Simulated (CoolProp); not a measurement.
Vapour-liquid equilibrium of R125 (1) + isobutane (2) at 276 K; x and y are mole fractions of (1).

Model: multi-fluid Helmholtz-energy mixture model, Lemmon 2005 and Bücker 2006; pair parameters Bell 2016, in CoolProp.

```
x      bubble pressure, mixture model (kPa)  bubble pressure, Raoult's law (kPa)  y, mixture model  y, Raoult's law
-----  ------------------------------------  -----------------------------------  ----------------  ---------------
0.05                                  267.6                                201.4             0.362            0.182
0.125                                 383.8                                243.4             0.570            0.376
0.2                                   472.8                                285.3             0.664            0.514
0.275                                 539.0                                327.3             0.717            0.616
0.35                                  587.3                                369.3             0.750            0.695
0.425                                 622.5                                411.2             0.774            0.757
0.5                                   648.9                                453.2             0.792            0.809
0.575                                 669.8                                495.2             0.808            0.851
0.65                                  687.6                                537.1             0.824            0.887
0.725                                 703.8                                579.1             0.843            0.918
0.8                                   718.7                                621.1             0.866            0.944
0.875                                 730.8                                663.0             0.900            0.967
0.95                                  736.6                                705.0             0.950            0.988
```

The largest gap from Raoult's law is +65.7 % in bubble pressure, at x = 0.2. No azeotrope shows between x = 0.05 and 0.95.

The pair parameters rest on a limited set of measurements; away from them the model extrapolates. With so large a gap from Raoult's law the liquid may split in two, which this calculation doesn't test in full.
